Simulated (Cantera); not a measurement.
# Thermodynamics of silicon etching in halogen gases, feed Si + HBr

Feed: 1 mol Si, a varied amount of HBr, held at 72000 Pa.

These are equilibrium values from Cantera (NASA tables, ideal gas, pure condensed phases), not measurements of a reactor. Candidate condensed phases: Br₂, Si; 19 gas species. The tables' values for SiBr₃ are old estimates. Rates play no part.

Task: Map the stable condensed phases over T = 573, 673, 773, 873, 973, 1073, 1173, 1273, 1373, 1473, 1573, 1673 K and n(HBr) in mol = 1.6, 1.9, 2.4, 3, 3.7, 4.5, 5.6, 6.9, 8.6, 11, 13, 16.

Result: 
```
T in K \ n(HBr) in mol
         1.6 1.9 2.4   3 3.7 4.5 5.6 6.9 8.6  11  13  16
   1673    A   A   A   B   B   B   B   B   B   B   B   B
   1573    A   A   A   B   B   B   B   B   B   B   B   B
   1473    A   A   A   A   B   B   B   B   B   B   B   B
   1373    A   A   A   A   B   B   B   B   B   B   B   B
   1273    A   A   A   A   A   B   B   B   B   B   B   B
   1173    A   A   A   A   A   B   B   B   B   B   B   B
   1073    A   A   A   A   A   B   B   B   B   B   B   B
    973    A   A   A   A   A   B   B   B   B   B   B   B
    873    A   A   A   A   A   B   B   B   B   B   B   B
    773    A   A   A   A   A   B   B   B   B   B   B   B
    673    A   A   A   A   A   B   B   B   B   B   B   B
    573    A   A   A   A   A   B   B   B   B   B   B   B
```
A: Si; B: gas only.
